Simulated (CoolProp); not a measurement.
Properties of ethylene along the isobar 101 kPa (Tc = 9.2 °C, pc = 5042 kPa, ω = 0.087).

The numbers come from the reference Helmholtz-energy equation of state, Smukala 2000 in CoolProp.

| T (°C) | phase | cv (kJ/(kg K)) | speed of sound (m/s) | Joule-Thomson coefficient (K/MPa) |
|---|---|---|---|---|
| -85.95 | gas | 0.9626 | 266.1 | 32.30 |
| -73.25 | gas | 0.9782 | 275.0 | 27.39 |
| -60.55 | gas | 0.9992 | 283.4 | 23.51 |
| -47.75 | gas | 1.025 | 291.3 | 20.35 |
| -35.05 | gas | 1.055 | 298.7 | 17.78 |
| -22.35 | gas | 1.088 | 305.8 | 15.64 |
| -9.65 | gas | 1.124 | 312.6 | 13.84 |
| 3.05 | gas | 1.163 | 319.2 | 12.31 |
| 15.75 | gas | 1.203 | 325.5 | 11.01 |
| 28.45 | gas | 1.245 | 331.6 | 9.882 |
| 41.15 | gas | 1.289 | 337.5 | 8.908 |
| 53.85 | gas | 1.333 | 343.3 | 8.059 |
| 66.65 | gas | 1.378 | 349.0 | 7.311 |
